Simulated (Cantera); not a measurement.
**Diamond growth**

A diamond (100) surface in a fixed gas of H2 with x(CH4) = 0.0074, x(CH3) = 1.2e-05, at 1225 K, 0.0434 atm; coverages are run to steady state.

Model: the Harris–Goodwin 1993 mechanism for the reconstructed diamond (100) surface, integrated in Cantera.

```json
[
 {"x(H)": "0.0001", "growth (µm/h)": "0.00644", "θ c6HH": "0.627", "θ c6H*": "0.0278", "θ c6*H": "0.340", "θ c6**": "0.00493", "θ c6HM": "5.45e-5"},
 {"x(H)": "0.00026", "growth (µm/h)": "0.0194", "θ c6HH": "0.524", "θ c6H*": "0.0351", "θ c6*H": "0.428", "θ c6**": "0.0121", "θ c6HM": "7.69e-5"},
 {"x(H)": "0.00065", "growth (µm/h)": "0.0404", "θ c6HH": "0.468", "θ c6H*": "0.0387", "θ c6*H": "0.472", "θ c6**": "0.0208", "θ c6HM": "9.45e-5"},
 {"x(H)": "0.0017", "growth (µm/h)": "0.0739", "θ c6HH": "0.440", "θ c6H*": "0.0403", "θ c6*H": "0.492", "θ c6**": "0.0281", "θ c6HM": "0.000103"},
 {"x(H)": "0.0043", "growth (µm/h)": "0.130", "θ c6HH": "0.428", "θ c6H*": "0.0409", "θ c6*H": "0.499", "θ c6**": "0.0320", "θ c6HM": "9.97e-5"},
 {"x(H)": "0.011", "growth (µm/h)": "0.228", "θ c6HH": "0.423", "θ c6H*": "0.0412", "θ c6*H": "0.501", "θ c6**": "0.0339", "θ c6HM": "8.25e-5"},
 {"x(H)": "0.028", "growth (µm/h)": "0.359", "θ c6HH": "0.421", "θ c6H*": "0.0415", "θ c6*H": "0.502", "θ c6**": "0.0347", "θ c6HM": "5.59e-5"},
 {"x(H)": "0.071", "growth (µm/h)": "0.481", "θ c6HH": "0.421", "θ c6H*": "0.0419", "θ c6*H": "0.502", "θ c6**": "0.0351", "θ c6HM": "3.07e-5"},
 {"x(H)": "0.18", "growth (µm/h)": "0.561", "θ c6HH": "0.420", "θ c6H*": "0.0429", "θ c6*H": "0.501", "θ c6**": "0.0356", "θ c6HM": "1.43e-5"}
]
```
θ: site fractions in the mechanism's names (c6HH fully hydrogenated, c6H* and c6*H radical sites, c6** diradical, c6HM methylated).
